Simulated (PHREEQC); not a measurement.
## Ultrapure water in contact with air or piping (model solution)

Synthetic water in mg/L, 20 °C, pH 6.45, pe 11.1: Na 0.0419; K 0.111; Ca 0.116; Mg 0.0315; Cl 0.158; S(6) as SO4 0.144; Alkalinity as HCO3 0.347; O(0) (dissolved oxygen) 0.000654; N(5) as NO3 0.000289; F 0.00142.

Na is adjusted to close the charge balance.
Valence states are taken as typed.

Equilibrium calculation in PHREEQC: ion-association model, phreeqc.dat.

The ionic strength is 1.93e-5 mol/kgw.

```tsv
species	molality	activity	log γ
HCO3-	6.02e-6	5.99e-6	-0.002
CO2	5.12e-6	5.12e-6	0.000
Cl-	4.46e-6	4.43e-6	-0.002
Ca+2	2.89e-6	2.83e-6	-0.009
K+	2.84e-6	2.82e-6	-0.002
Na+	2.00e-6	1.99e-6	-0.002
SO4-2	1.50e-6	1.47e-6	-0.009
Mg+2	1.30e-6	1.27e-6	-0.009
H+	3.57e-7	3.55e-7	-0.002
F-	7.47e-8	7.43e-8	-0.002
```

No solid was allowed to form.
